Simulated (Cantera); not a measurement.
Cantera run:

```python
import numpy as np
import cantera as ct

gas_names = """
    H HNO HNO2 HNO3 HO2 H2 H2O H2O2 N NH NH2 NH3 NH2OH NO NO2 NO3 N2 N2H2 N2H4 N2O O OH O2 O3 Si SiH
    SiH2 SiH3 SiH4 SiN SiO SiO2 Si2 Si2N Si3
""".split()
cond_names = """
    H2O(s) H2O(L) Si(cr) Si(L) SiO2(Lqz) SiO2(hqz) SiO2(L) Si2N2O(s) Si3N4(a)
""".split()


# ... load() reads the species with a 1 bar reference pressure and builds the phases ...
atoms = {
    'Si3N4': {'Si': 3, 'N': 4},
    'H2O': {'H': 2, 'O': 1},
    'H2': {'H': 2},
}
top_T = {'Si2N2O(s)': 2100, 'Si3N4(a)': 2400}  # K; cautious upper limits of use, not melting points


# ... equilibrate(T, P, feed) seeds the gas with the atoms and calls Mixture.equilibrate('TP', solver="vcs", rtol=1e-11, max_steps=5000) ...
results = []
P = 1300  # Pa
for T in [1700, 1725, 1750, 1775, 1800, 1825, 1850, 1875, 1900, 1925, 1950]:
    for m in [1, 2, 3.1, 4.1, 5.1, 6.1, 7.1]:
        feed = {'Si3N4': 1, 'H2O': 1.8, 'H2': m}  # mol
        mix = equilibrate(T, P, feed)
        results.append((T, P, feed, dict(zip(mix.species_names, mix.species_moles))))

for T, P, feed, n in results:
    print(f"{T:7g} {feed['H2']:10.4g}  " + (" + ".join(c for c in cond_names if n.get(c, 0) > 1e-12) or "gas only"))
```

It prints:

```
   1700          1  SiO2(L) + Si2N2O(s)
   1700          2  Si2N2O(s)
   1700        3.1  Si2N2O(s)
   1700        4.1  Si2N2O(s)
   1700        5.1  Si2N2O(s)
   1700        6.1  Si2N2O(s)
   1700        7.1  Si2N2O(s)
   1725          1  Si2N2O(s)
   1725          2  Si2N2O(s)
   1725        3.1  Si2N2O(s)
   1725        4.1  Si2N2O(s)
   1725        5.1  Si2N2O(s)
   1725        6.1  Si2N2O(s)
   1725        7.1  Si2N2O(s)
   1750          1  Si2N2O(s)
   1750          2  Si2N2O(s)
   1750        3.1  Si2N2O(s)
   1750        4.1  Si2N2O(s)
   1750        5.1  Si2N2O(s)
   1750        6.1  Si2N2O(s)
   1750        7.1  Si2N2O(s)
   1775          1  Si2N2O(s)
   1775          2  Si2N2O(s)
   1775        3.1  Si2N2O(s)
   1775        4.1  Si2N2O(s)
   1775        5.1  Si(L) + Si2N2O(s)
   1775        6.1  Si(L) + Si2N2O(s)
   1775        7.1  Si(L) + Si2N2O(s)
   1800          1  Si2N2O(s)
   1800          2  Si2N2O(s)
   1800        3.1  Si(L) + Si2N2O(s)
   1800        4.1  Si(L) + Si2N2O(s)
   1800        5.1  Si(L) + Si2N2O(s)
   1800        6.1  Si(L) + Si2N2O(s)
   1800        7.1  Si(L) + Si2N2O(s)
   1825          1  Si(L) + Si2N2O(s)
   1825          2  Si(L) + Si2N2O(s)
   1825        3.1  Si(L) + Si2N2O(s)
   1825        4.1  Si(L) + Si2N2O(s)
   1825        5.1  Si(L)
   1825        6.1  Si(L)
   1825        7.1  Si(L)
   1850          1  Si(L) + Si2N2O(s)
   1850          2  Si(L)
   1850        3.1  Si(L)
   1850        4.1  Si(L)
   1850        5.1  Si(L)
   1850        6.1  Si(L)
   1850        7.1  Si(L)
   1875          1  Si(L)
   1875          2  Si(L)
   1875        3.1  Si(L)
   1875        4.1  Si(L)
   1875        5.1  Si(L)
   1875        6.1  Si(L)
   1875        7.1  Si(L)
   1900          1  Si(L)
   1900          2  Si(L)
   1900        3.1  Si(L)
   1900        4.1  Si(L)
   1900        5.1  Si(L)
   1900        6.1  Si(L)
   1900        7.1  Si(L)
   1925          1  Si(L)
   1925          2  Si(L)
   1925        3.1  Si(L)
   1925        4.1  Si(L)
   1925        5.1  Si(L)
   1925        6.1  Si(L)
   1925        7.1  Si(L)
   1950          1  Si(L)
   1950          2  Si(L)
   1950        3.1  Si(L)
   1950        4.1  Si(L)
   1950        5.1  Si(L)
   1950        6.1  Si(L)
   1950        7.1  Si(L)
```

These are equilibrium values from Cantera (NASA tables, ideal gas, pure condensed phases), not measurements of a reactor. Mutual solubility and eutectic melting of coexisting phases are not modelled. The tables hold silica as quartz up to 1696 K and as liquid above; real silica turns to tridymite and cristobalite and melts near 1996 K.
